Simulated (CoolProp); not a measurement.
Vapour-liquid equilibrium of CH2F2 (R32) (1) + propylene (2) at 256.1 K; x and y are mole fractions of (1).

Values from CoolProp's multi-fluid Helmholtz-energy mixture model, Tillner-Roth 1997 and Lemmon 2013; pair parameters Bell 2016.

Question: Give the bubble pressure and the first vapour's composition at x = 0.05, 0.15, 0.25. Is there an azeotrope?

Answer: x = 0.05: 0.3947 MPa, y = 0.170; x = 0.15: 0.4743 MPa, y = 0.355; x = 0.25: 0.5228 MPa, y = 0.453. y crosses x between x = 0.55 and 0.65: the model has an azeotrope there.

Pair parameters are fitted to limited data, so mixtures are less certain than the pure fluids.
